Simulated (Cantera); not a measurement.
Cantera run:

```python
import numpy as np
import cantera as ct

gas_names = """
    C CN CO COS CO2 CS CS2 C2 CCN CNC C2N2 C2O C3 C3O2 C4 C4N2 C5 N NCO NO NO2 NO3 N2 N2O O O2 O3 S SN
    SO SO2 SO3 S2 S2O S8
""".split()
cond_names = """
    C(gr) S(cr1) S(cr2) S(L)
""".split()


def load(file, names, dense=False):
    # The tables refer to 1 bar. Condensed volumes are neglected.
    table = {s.name: s for s in ct.Species.list_from_file(file)}
    out = []
    for n in names:
        d = dict(table[n].input_data)
        d["thermo"] = dict(d["thermo"], **{"reference-pressure": 1e5})
        if dense:
            d["equation-of-state"] = {"model": "constant-volume", "density": "1e6 g/cm^3"}
        out.append(ct.Species.from_dict(d))
    return out


gas = ct.Solution(thermo="ideal-gas", species=load("nasa_gas.yaml", gas_names))
cond = {s.name: ct.Solution(thermo="fixed-stoichiometry", species=[s], name=s.name)
        for s in load("nasa_condensed.yaml", cond_names, dense=True)}
atoms = {
    'CO2': {'C': 1, 'O': 2},
    'SO2': {'S': 1, 'O': 2},
    'N2': {'N': 2},
}
top_T = {'C(gr)': 4500}  # K; cautious upper limits of use, not melting points


def equilibrate(T, P, feed):
    n = {}
    for name, mol in feed.items():
        for a, k in atoms[name].items():
            n[a] = n.get(a, 0.0) + k * mol
    gas.TPX = T, P, n
    mass = sum(n.values()) * gas.mean_molecular_weight
    gas.equilibrate("TP")
    valid = [c for c in cond.values() if c.min_temp <= T <= top_T.get(c.name, c.max_temp)]
    mix = ct.Mixture([(gas, mass / gas.mean_molecular_weight)] + [(c, 0.0) for c in valid])
    mix.T, mix.P = T, P
    mix.equilibrate("TP", solver="vcs", rtol=1e-11, max_steps=5000)
    return mix


results = []
feed = {'CO2': 1, 'SO2': 0.073, 'N2': 14}  # mol
T = 1848  # K
for P in [10, 52, 280, 1400, 7600, 40000, 210000, 1100000, 5700000, 30000000]:
    mix = equilibrate(T, P, feed)
    results.append((T, P, feed, dict(zip(mix.species_names, mix.species_moles))))

top = {s: max(r[3][s] / sum(r[3][g] for g in gas_names) for r in results) for s in gas_names}
cols = sorted((s for s in top if top[s] > 1e-06), key=lambda s: -top[s])[:9]
seen = [c for c in cond_names if any(r[3].get(c, 0) > 1e-12 for r in results)]
print("log10 of partial pressures in bar; condensed amounts in mol")
print(f"{'P/Pa':>10s}" + "".join(f"{s[:9]:>10s}" for s in cols + seen))
for T, P, feed, n in results:
    ng = sum(n[g] for g in gas_names)
    print(f"{P:10.4g}" + "".join(f"{np.log10(max(n[s] / ng * P / 1e5, 1e-99)):10.3f}" for s in cols)
          + "".join(f"{n.get(c, 0):10.4g}" for c in seen))
```

It prints:

```
log10 of partial pressures in bar; condensed amounts in mol
      P/Pa        N2       CO2        CO        O2       SO2         O        NO        SO       SO3
        10    -4.037    -5.322    -5.744    -6.110    -6.336    -6.777    -6.995    -7.757   -11.440
        52    -3.319    -4.547    -5.231    -5.585    -5.610    -6.515    -6.374    -7.294   -10.452
       280    -2.587    -3.780    -4.720    -5.073    -4.874    -6.259    -5.752    -6.814    -9.460
      1400    -1.887    -3.061    -4.238    -4.598    -4.173    -6.022    -5.164    -6.349    -8.521
      7600    -1.152    -2.314    -3.736    -4.110    -3.436    -5.777    -4.552    -5.857    -7.540
     4e+04    -0.430    -1.586    -3.244    -3.637    -2.714    -5.541    -3.956    -5.371    -6.582
   2.1e+05     0.290    -0.862    -2.752    -3.173    -1.994    -5.309    -3.363    -4.883    -5.629
   1.1e+06     1.009    -0.140    -2.259    -2.716    -1.274    -5.081    -2.775    -4.392    -4.681
   5.7e+06     1.724     0.576    -1.765    -2.271    -0.560    -4.858    -2.195    -3.900    -3.744
     3e+07     2.445     1.298    -1.262    -1.834     0.162    -4.640    -1.616    -3.397    -2.805
```

Equilibrium computed with Cantera from the NASA thermochemical tables; the gas is ideal and each condensed phase is pure. The ideal-gas law is rough above about 30 bar.
